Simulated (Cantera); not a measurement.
A freely propagating, adiabatic, planar premixed flame of 20.9 % H2, 16.6 % O2, 62.4 % N2, equivalence ratio 0.63, unburnt at 625 K and 165 Torr; mixture-averaged transport, grid criteria slope 0.08 and curve 0.16, no radiation.

Computed with Cantera and the H2/O2 subset of GRI-Mech 3.0, which has no nitrogen chemistry. Burning velocities carry a grid error of a few per cent, more on coarse grids. Lean hydrogen flames are cellular in practice and burn faster than this planar one.

Question: Predict: laminar burning velocity; thermal thickness; peak x(H); peak x(H2O2); peak x(O).

Answer: laminar burning velocity: 516 cm/s
thermal thickness: 3.32 mm
peak x(H): 0.0449
peak x(H2O2): 2.01e-6
peak x(O): 0.0169
